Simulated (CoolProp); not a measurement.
R1234yf at several states: fugacity coefficient from the reference equation and from simpler models built on Tc = 367.8 K, pc = 33.84 bar, ω = 0.276; each cubic takes its own stable root.

Computed with CoolProp (reference Helmholtz-energy equation of state, Lemmon 2022).

```
T (K)  p (bar)   phase  reference
-----  -------  ------  ---------
248.6     10.6  liquid     0.1168
363.3     93.3  liquid     0.2930
319.7     37.7  liquid     0.2833
136.4    0.149  liquid  0.0005205
360       2.55     gas     0.9716
179.3     14.3  liquid   0.001293
```

Task: How far does each simpler model (Soave-Redlich-Kwong, Peng-Robinson) lie from the reference over these 6 states: mean and median of the absolute difference, and the worst?

Result: 
- Soave-Redlich-Kwong: mean 2.7 %, median 1.7 %, worst +7.6 % at 363.3 K and 93.3 bar
- Peng-Robinson: mean 6.0 %, median 0.6 %, worst +28.6 % at 136.4 K and 0.149 bar
